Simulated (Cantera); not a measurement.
Input: 1 mol Si, 2 mol H₂O, 350 mol N₂, held at 0.750 Torr.

These are equilibrium values from Cantera (NASA tables, ideal gas, pure condensed phases), not measurements of a reactor. Candidate condensed phases: H₂O, Si, SiO₂, Si₂N₂O, Si₃N₄; 35 gas species. Kinetics and transport are ignored.

**Question.** At 1652 °C, list the 7 most abundant gas species with their mole fractions, and the condensed phases.

**Answer.** N₂ 0.991, SiO 0.00282, H₂O 0.00249, H₂ 0.00237, H 0.00147, OH 0.000134, NO 8.04e-5. Condensed: gas only.
